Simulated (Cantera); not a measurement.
## Halide evaporation, hydrolysis and transport: NaCl + H2 + N2

Feed: 1 mol NaCl, a varied amount of H2, 1 mol N2, at 1773 K and 0.140 Pa.

Equilibrium computed with Cantera from the NASA thermochemical tables; the gas is ideal and each condensed phase is pure. Candidate condensed phases: NH4Cl, Na, NaCl; 17 gas species. The numbers say what is thermodynamically allowed, not how fast it happens.

```
n(H2) (mol)    x H2   x N2  x NaCl     x H    x Na   x HCl    x Cl
-----------  ------  -----  ------  ------  ------  ------  ------
0.2          0.0244  0.392   0.238  0.0376   0.154  0.0704  0.0833
0.36         0.0572  0.363   0.204  0.0575   0.159  0.0896  0.0692
0.64          0.115  0.323   0.165  0.0814   0.158   0.102  0.0559
1.1           0.195  0.274   0.124   0.106   0.150   0.106  0.0443
2             0.309  0.213  0.0808   0.134   0.132  0.0990  0.0329
3.6           0.430  0.153  0.0464   0.158   0.106  0.0831  0.0234
6.5           0.541  0.102  0.0231   0.177  0.0786  0.0628  0.0158
```
x: gas mole fraction; nothing condenses.

From 0.2 mol H2 to 6.5 mol H2 nothing is condensed. The main Na-bearing gas is NaCl at 0.2 mol H2 and Na at 6.5 mol H2.
